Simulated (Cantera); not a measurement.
A closed system holds: 1 mol CS₂, 0.028 mol O₂, 0.09 mol H₂, 0.0017 mol CO₂, equilibrated at 1000 Pa.

Equilibrium computed with Cantera from the NASA thermochemical tables; the gas is ideal and each condensed phase is pure. Candidate condensed phases: C, C₆H₆, C₇H₈, C₈H₁₈, H₂O, H₂SO₄, S; 123 gas species. Rates play no part.

Q: At 1548 K, list the 5 most abundant gas species with their mole fractions, and the condensed phases.

A: CS₂ 0.717, S₂ 0.142, H₂ 0.0696, CO 0.0514, CS 0.0101. Condensed: C(graphite).
